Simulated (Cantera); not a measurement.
Charge: 1 mol SiCl₄, 3.7 mol O₂, 53 mol H₂, held at 10.0 Torr.

These are equilibrium values from Cantera (NASA tables, ideal gas, pure condensed phases), not measurements of a reactor. Candidate condensed phases: H₂O, Si, SiO₂; 30 gas species. The tables hold silica as quartz up to 1696 K and as liquid above; real silica turns to tridymite and cristobalite and melts near 1996 K. Rates play no part.

x: gas mole fraction; n: condensed amount in mol.

```tsv
T (K)	x H₂	x H₂O	x HCl	x SiO	x H	x Cl	n SiO₂(β-quartz)	n SiO₂(condensed)
948	0.829	0.0982	0.0727	<1e-12	(withheld)	3.46e-10	1.00	0
1048	0.829	0.0982	0.0727	<1e-12	(withheld)	4.88e-9	1.00	0
1148	0.829	0.0982	0.0727	1.64e-12	(withheld)	4.37e-8	1.00	0
1248	0.829	0.0982	0.0727	1.62e-10	(withheld)	2.76e-7	1.00	0
1348	0.829	0.0982	0.0727	8.02e-9	(withheld)	1.33e-6	1.00	0
1448	0.829	0.0982	0.0727	2.28e-7	(withheld)	5.19e-6	1.000	0
1548	0.829	0.0982	0.0727	4.16e-6	(withheld)	1.70e-5	1.000	0
1648	0.828	0.0982	0.0726	5.28e-5	(withheld)	4.83e-5	0.997	0
1748	0.827	0.0985	0.0725	0.000485	(withheld)	0.000122	0	0.973
1848	0.819	0.101	0.0720	0.00332	(withheld)	0.000278	0	0.816
1948	0.791	0.112	0.0706	0.0165	(withheld)	0.000582	0	0.0733
```

Some entries are withheld; supply them.


- 948, x H: 4.13e-9
- 1048, x H: 6.09e-8
- 1148, x H: 5.65e-7
- 1248, x H: 3.68e-6
- 1348, x H: 1.82e-5
- 1448, x H: 7.27e-5
- 1548, x H: 0.000243
- 1648, x H: 0.000702
- 1748, x H: 0.00180
- 1848, x H: 0.00416
- 1948, x H: 0.00870
